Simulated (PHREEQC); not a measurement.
## Brine: speciation

Solution (25 °C and 50 atm): 2.3 mol/kgw FeCl2 and 0.97 mol/kgw MgCl2. Closed to the air; pH follows from the charge balance.

All values are PHREEQC results (Pitzer model, pitzer.dat), not measurements.

This is a speciation only: nothing precipitates in the calculation.

**Question.** Predict the pH, density.

**Answer.** pH 4.71; density 1.275 g/cm³.

Species that the database lacks are ignored. In brines, pH and single-ion activities rest on the MacInnes convention. Under pressure, the constants of complexes without a molar volume in the database are unreliable.
